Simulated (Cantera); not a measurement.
A freely propagating, adiabatic, planar premixed flame of 31.6 % H2, 14.4 % O2, 54.0 % N2, equivalence ratio 1.1, unburnt at 473 K and 413 Torr; mixture-averaged transport, grid criteria slope 0.08 and curve 0.16, no radiation.

Computed with Cantera and the H2/O2 subset of GRI-Mech 3.0, which has no nitrogen chemistry. Burning velocities carry a grid error of a few per cent, more on coarse grids.

x: mole fraction of selected species; z is measured from the peak of heat release.

| z (mm) | T (K) | u (m/s) | x H2 | x O2 | x H | x H2O | x OH | x HO2 |
|---|---|---|---|---|---|---|---|---|
| -2.83 | 473 | 5.03 | 0.316 | 0.144 | <1e-8 | <1e-8 | <1e-8 | <1e-8 |
| -1.89 | 473 | 5.03 | 0.316 | 0.144 | <1e-8 | <1e-8 | <1e-8 | <1e-8 |
| -1.42 | 473 | 5.03 | 0.316 | 0.144 | <1e-8 | <1e-8 | <1e-8 | <1e-8 |
| -0.944 | 473 | 5.03 | 0.316 | 0.144 | <1e-8 | 1.28e-8 | <1e-8 | 2.31e-8 |
| -0.472 | 479 | 5.08 | 0.314 | 0.144 | 2.25e-5 | 0.000141 | 9.68e-6 | 9.49e-5 |
| -0.236 | 678 | 7.04 | 0.285 | 0.140 | 0.00469 | 0.0153 | 0.000797 | 0.000166 |
| 0 | 1156 | 11.6 | 0.171 | 0.100 | 0.0423 | 0.106 | 0.00303 | 5.67e-5 |
| 0.236 | 1479 | 14.6 | 0.0746 | 0.0390 | 0.0702 | 0.214 | 0.00895 | 1.97e-5 |
| 0.472 | 1624 | 15.9 | 0.0586 | 0.0247 | 0.0666 | 0.240 | 0.0120 | 1.11e-5 |
| 0.944 | 1777 | 17.2 | 0.0582 | 0.0203 | 0.0539 | 0.250 | 0.0145 | 7.75e-6 |
| 1.89 | 1937 | 18.6 | 0.0578 | 0.0167 | 0.0404 | 0.261 | 0.0162 | 5.36e-6 |
| 3.77 | 2094 | 19.8 | 0.0552 | 0.0130 | 0.0283 | 0.275 | 0.0166 | 3.56e-6 |
| 7.55 | 2235 | 20.9 | 0.0509 | [?] | [?] | 0.288 | 0.0155 | [?] |

Fill in the missing entries.


- 7.55, x O2: 0.00945
- 7.55, x H: 0.0186
- 7.55, x HO2: 2.33e-6
